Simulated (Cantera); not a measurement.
Input: 1 mol Si₂H₆, 0.029 mol Cl₂, 98 mol N₂, held at 10000 Pa.

Cantera equilibrium calculation (NASA polynomials, part measured and part estimated; ideal gas, pure solids and liquids). Candidate condensed phases: NH₄Cl, Si, Si₃N₄; 28 gas species. The feed counts by its element totals alone. N₂ is the only nitrogen source here; it is nearly inert below about 1500 K, so the nitride shown seldom forms there in practice. Kinetics and transport are ignored. All values below are at 1250 K.

Base state: N₂ 0.970, H₂ 0.0298, HCl 0.000582 (mole fractions); condensed: Si₃N₄(s).

Task: What changes in the equilibrium state with this change: Cl₂ from 0.029 to 0.15 mol?

Result: 
| species | before | after |
|---|---|---|
| N₂ | 0.970 | 0.968 |
| H₂ | 0.0298 | 0.0286 |
| HCl | 0.000582 | 0.00301 |
| Si₃N₄(s), mol | 0.667 | 0.667 |
